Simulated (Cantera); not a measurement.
Charge: 1 mol C₃H₆, 0.78 mol H₂, 0.034 mol O₂, at 1.90 mbar.

Method: chemical equilibrium by Gibbs-energy minimisation in Cantera with the NASA 1993 tables (ideal gas, pure condensed phases). Candidate condensed phases: C, C₆H₆, C₇H₈, C₈H₁₈, H₂O; 110 gas species. Equilibrium is a limit: real reactors are often held back by kinetics, nucleation or transport.

x: gas mole fraction; n: condensed amount in mol.

```tsv
T (K)	x H₂	x H	x C₃	x CO	x C	x C₂	n C(graphite)
2173	0.878	0.104	7.31e-7	0.0168	4.94e-7	6.35e-8	2.92
2248	0.828	0.153	3.29e-6	0.0163	1.85e-6	2.90e-7	2.91
2323	0.762	0.218	1.34e-5	0.0157	6.38e-6	1.20e-6	2.90
2398	0.682	0.298	4.99e-5	0.0150	2.03e-5	4.51e-6	2.89
2473	0.587	0.392	0.000171	0.0142	6.02e-5	1.57e-5	2.87
2548	?	?	?	0.0133	?	?	2.85
2623	0.381	0.597	0.00162	0.0124	0.000439	0.000152	2.81
2698	0.284	0.690	0.00451	0.0115	0.00109	0.000432	2.74
2773	?	0.764	?	0.0106	?	?	2.55
2848	0.133	0.809	0.0297	0.00980	0.00581	0.00293	2.08
2923	0.0809	0.808	0.0707	0.00886	0.0126	0.00707	0.896
```

Task: Fill in the missing entries.

Result: 
- 2773, x H₂: 0.201
- 2773, x C₃: 0.0119
- 2773, x C: 0.00257
- 2773, x C₂: 0.00115
- 2548, x H₂: 0.485
- 2548, x H: 0.494
- 2548, x C₃: 0.000544
- 2548, x C: 0.000167
- 2548, x C₂: 5.06e-5
